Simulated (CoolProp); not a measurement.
Model: reference Helmholtz-energy equation of state, Lemmon 2004, in CoolProp. It is a short technical equation, of lower accuracy than the large ones.

### Question
For n-dodecane, give the phase and the speed of sound (m/s), isothermal compressibility (1/MPa), expansivity (1/kK), fugacity coefficient at 620 K and 0.909 MPa; 620 K and 5.45 MPa; 620 K and 9.09 MPa.

### Answer
- 620 K and 0.909 MPa: gas; speed of sound 119, isothermal compressibility 1.77, expansivity 5.85, fugacity coefficient 0.758
- 620 K and 5.45 MPa: liquid; speed of sound 386, isothermal compressibility 0.0161, expansivity 2.38, fugacity coefficient 0.194
- 620 K and 9.09 MPa: liquid; speed of sound 464, isothermal compressibility 0.0104, expansivity 1.84, fugacity coefficient 0.148
